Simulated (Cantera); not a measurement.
Feed: 1 mol Si3H8, 68 mol H2, held at 1350 K and 2.90 mbar.

Cantera equilibrium calculation (NASA polynomials, part measured and part estimated; ideal gas, pure solids and liquids). Candidate condensed phases: Si; 9 gas species. The feed counts by its element totals alone. The numbers say what is thermodynamically allowed, not how fast it happens.

Base state: H2 1.000, H 4.43e-5 (mole fractions); condensed: Si(s).

Problem. What changes in the equilibrium state with this change: Si3H8 replaced by SiCl4?

Solution. 
| species | before | after |
|---|---|---|
| H2 | 1.000 | 0.949 |
| HCl | 0 | 0.0448 |
| SiCl2 | 0 | 0.00595 |
| SiCl3 | 0 | 0.000108 |
| SiHCl3 | 0 | 1.18e-5 |
| H | 4.43e-5 | 4.31e-5 |
| Si(s), mol | 3.00 | 0.574 |
The tables' values for SiCl3 are old estimates; treat these amounts as uncertain.
